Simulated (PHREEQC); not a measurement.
Dissolve 0.0049 mol NiCl2 per kg of water at 70 °C. Closed to the air; pH follows from the charge balance.

The numbers come from PHREEQC with the ion-association model, wateq4f.dat.

### Question
The ionic strength comes out as 0.0146 mol/kgw. What activity coefficients do Ni+2, Cl-, NiOH+, NiCl+, H+ get?

### Answer
Ni+2 0.59, Cl- 0.87, NiOH+ 0.87, NiCl+ 0.87, H+ 0.89.

This is a speciation only: nothing precipitates in the calculation. Constants without temperature data keep their 25 °C values here.
